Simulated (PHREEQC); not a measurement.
**Brine**

Dissolve 2.7 mol LiCl, 0.099 mol K2SO4 and 0.33 mol NaCl per kg of water at 25 °C. Closed to the air; pH follows from the charge balance.

The numbers come from PHREEQC with the Pitzer model, pitzer.dat.

| Quantity | Value |
|---|---|
| ionic strength | 3.33 mol/kgw |
| activity of water | 0.867 |
| density | 1.079 g/cm³ |
| osmotic coefficient | 1.251 |

```csv
species,molality,activity,log γ
Cl-,3.03,1.73,-0.243
Li+,2.70,6.15,0.357
Na+,0.330,0.443,0.128
K+,0.198,0.209,0.023
SO4-2,0.0990,0.00161,-1.788
OH-,2.44e-7,4.43e-8,-0.742
HSO4-,1.66e-7,3.04e-8,-0.738
H+,7.81e-8,1.98e-7,0.404
```

No solid was allowed to form.
